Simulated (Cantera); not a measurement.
Mixture: CH₄ : C₂H₆ : C₃H₈ : O₂ : N₂ = 1 : 0.26 : 0.88 : 6.09 : 18.9 (molar parts), at 1.70 bar, adiabatic and at constant pressure. Ignition delay is the time to a rise of 400 K.

Detailed kinetics in Cantera: GRI-Mech 3.0 (53 species, 325 reactions). GRI-Mech 3.0 was tuned for natural gas; its chemistry of propane as a main component is partial and can be far from experiment.

**Question.** What does this change do: pressure from 1.70 bar to 5.00 bar?

**Answer.** 
```tsv
quantity	before	after
delay at 1225 K	1.73 ms	0.866 ms
delay at 1375 K	0.206 ms	0.110 ms
delay at 1525 K	44.7 µs	22.6 µs
delay at 1675 K	15.9 µs	7.36 µs
delay at 1825 K	7.76 µs	3.35 µs
apparent activation energy between 1675 and 1825 K	120 kJ/mol	130 kJ/mol
```
